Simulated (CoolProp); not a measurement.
Computed with CoolProp (reference Helmholtz-energy equation of state, Smukala 2000).

Problem. For ethylene, give the phase and the cp (kJ/(kg K)), cv (kJ/(kg K)), speed of sound (m/s) at 450 K and 3.36 bar.

Solution. 
- 450 K and 3.36 bar: gas; cp 2.07, cv 1.77, speed of sound 394
